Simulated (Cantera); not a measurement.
Input: 1 mol Fe2O3, a varied amount of HCl, 0.62 mol H2, held at 1450 K and 0.340 bar.

Method: chemical equilibrium by Gibbs-energy minimisation in Cantera with the NASA 1993 tables (ideal gas, pure condensed phases). Candidate condensed phases: Fe, FeCl2, FeCl3, FeO, Fe(OH)2, Fe(OH)3, Fe2O3, Fe3O4, H2O; 22 gas species. Mutual solubility and eutectic melting of coexisting phases are not modelled. The tables' stoichiometric FeO is somewhat more stable than real wüstite, so its field is too wide. FeO: taken at fixed stoichiometry. Equilibrium is a limit: real reactors are often held back by kinetics, nucleation or transport.

Problem. What share of the Fe ends up in condensed phases as a function of n(HCl) (mol), at 2.1, 3.1, 4.5, 6.7, 9.9, 15, 21, 32?

Solution. 
| n(HCl) (mol) | Fe condensed (%) | as |
|---|---|---|
| 2.1 | 78.9 | FeO(s) + Fe3O4(s) |
| 3.1 | 66.5 | FeO(s) + Fe3O4(s) |
| 4.5 | 57.4 | Fe3O4(s) |
| 6.7 | 53.1 | Fe3O4(s) |
| 9.9 | 40.7 | Fe3O4(s) |
| 15 | 13.5 | Fe3O4(s) |
| 21 | 0.0 | - |
| 32 | 0.0 | - |
